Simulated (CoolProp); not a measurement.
A simple Rankine cycle with cis-2-butene: condensing at 319.15 K, boiler at 1.29 MPa, turbine inlet 518.5 K, turbine efficiency 0.9, pump efficiency 0.7, no recuperator. Each further row changes one setting.

Values from CoolProp's reference Helmholtz-energy equation of state, Lemmon 2005. It is a short technical equation, of lower accuracy than the large ones.

```csv
case,thermal efficiency (%),net work (kJ/kg),heat in (kJ/kg),turbine exit temperature (K),volume ratio over the turbine
as stated,9.7,___,747,479.9,3.10
condensing temperature 311.15 K,11.3,86.2,___,472.8,3.85
boiler pressure 0.903 MPa,___,51.8,___,___,___
turbine efficiency 0.8,___,64.0,747,___,3.13
```

Problem. Some entries are withheld; supply them.

Solution. 
- as stated, net work (kJ/kg): 72.3
- condensing temperature 311.15 K, heat in (kJ/kg): 765
- boiler pressure 0.903 MPa, thermal efficiency (%): 6.9
- boiler pressure 0.903 MPa, heat in (kJ/kg): 753
- boiler pressure 0.903 MPa, turbine exit temperature (K): 492.1
- boiler pressure 0.903 MPa, volume ratio over the turbine: 2.19
- turbine efficiency 0.8, thermal efficiency (%): 8.6
- turbine efficiency 0.8, turbine exit temperature (K): 483.7
